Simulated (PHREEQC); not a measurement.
Make-up at 76 °C: 0.0035 mol/kgw MnCl2 and 0.042 mol/kgw Ca(NO3)2. Closed to the air; pH follows from the charge balance.

Model: ion-association model, phreeqc.dat, run in PHREEQC.

No solid was allowed to form.

### Question
Predict the pH.

### Answer
pH 5.94.

Complexes and solids missing from the database can't appear. Constants without temperature data keep their 25 °C values here.
